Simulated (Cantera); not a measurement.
Input: 1 mol SiO2, 30 mol HCl, 16 mol H2, equilibrated at 1148 K and 88.0 Pa.

Method: chemical equilibrium by Gibbs-energy minimisation in Cantera with the NASA 1993 tables (ideal gas, pure condensed phases). Candidate condensed phases: H2O, Si, SiO2; 30 gas species. The tables hold silica as quartz up to 1696 K and as liquid above; real silica turns to tridymite and cristobalite and melts near 1996 K. The numbers say what is thermodynamically allowed, not how fast it happens.

What is the equilibrium state?


- x(HCl): 0.652
- x(H2): 0.348
- x(H2O): 2.23e-5
- x(SiCl4): 1.01e-5
- x(Cl): 2.35e-6
- x(H): 1.42e-6
- n(SiO2(β-quartz)): 0.999 mol
- gas amount: 46.00 mol
- log10 activity of Si(s) (absent): -6.89
